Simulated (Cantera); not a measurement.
An adiabatic, constant-volume homogeneous reactor starts with CH₄ : CO : O₂ : N₂ = 1 : 0.19 : 0.998 : 2.89 (molar parts), at 1475 K and 1.20 bar. Integrator tolerance rtol = 1e-08.

Computed with Cantera and GRI-Mech 3.0 (53 species, 325 reactions).

### Question
What does this change do: initial temperature 1475 to 1625 K?

### Answer
```csv
quantity,before,after
time of steepest temperature rise,1.54 ms,0.341 ms
temperature at 9.00 s,2820 K,2894 K
equilibrium temperature,2820 K,2894 K
x(CH₄) at 9.00 s,5.37e-11 (gas-phase equilibrium 6.04e-11),3.64e-11 (gas-phase equilibrium 4.10e-11)
x(CO) at 9.00 s,0.174 (gas-phase equilibrium 0.174),0.173 (gas-phase equilibrium 0.173)
x(O₂) at 9.00 s,0.000122 (gas-phase equilibrium 0.000122),0.000222 (gas-phase equilibrium 0.000222)
x(C₂H) at 9.00 s,<1e-12 (gas-phase equilibrium <1e-12),<1e-12 (gas-phase equilibrium <1e-12)
x(OH) at 9.00 s,0.00492 (gas-phase equilibrium 0.00492),0.00685 (gas-phase equilibrium 0.00685)
x(C₂H₆) at 9.00 s,<1e-12 (gas-phase equilibrium <1e-12),<1e-12 (gas-phase equilibrium <1e-12)
```
